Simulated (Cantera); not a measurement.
## Thermodynamics of nitride etching, feed AlN + HCl + H₂ + H₂O

Charge: 1 mol AlN, a varied amount of HCl, 23 mol H₂, 0.94 mol H₂O, at 1552 °C and 2.50 Pa.

These are equilibrium values from Cantera (NASA tables, ideal gas, pure condensed phases), not measurements of a reactor. Candidate condensed phases: Al, AlCl₃, AlN, Al₂O₃, H₂O, NH₄Cl; 45 gas species. The tables' values for AlCl₂, AlOH are old estimates; treat these amounts as uncertain. Rates play no part.

From 2.5 mol HCl to 71 mol HCl the condensed part is Al₂O₃(s). The main Al-bearing gas is AlCl throughout. The share of Al in condensed phases is highest at 2.5 mol HCl (59.4 %) and lowest at 71 mol HCl (24.9 %).

| n(HCl) (mol) | log p H₂ | log p HCl | log p Cl | log p H | log p N₂ | log p AlCl | log p H₂O | n Al₂O₃(s) |
|---|---|---|---|---|---|---|---|---|
| 2.5 | -4.69 | -5.76 | -6.89 | -5.70 | -6.36 | -6.46 | -7.39 | 0.297 |
| 4.3 | -4.72 | -5.53 | -6.64 | -5.72 | -6.38 | -6.47 | -7.24 | 0.289 |
| 7.6 | -4.77 | -5.31 | -6.40 | -5.74 | -6.43 | -6.49 | -7.11 | 0.277 |
| 13 | -4.83 | -5.14 | -6.20 | -5.77 | -6.50 | -6.53 | -7.02 | 0.260 |
| 23 | -4.93 | -4.99 | -6.00 | -5.82 | -6.60 | -6.60 | -6.94 | 0.233 |
| 40 | -5.06 | -4.89 | -5.84 | -5.88 | -6.74 | -6.68 | -6.90 | 0.192 |
| 71 | -5.20 | -4.82 | -5.69 | -5.96 | -6.91 | -6.78 | -6.89 | 0.124 |
log p: log10 of the partial pressure in bar; n: condensed amount in mol.
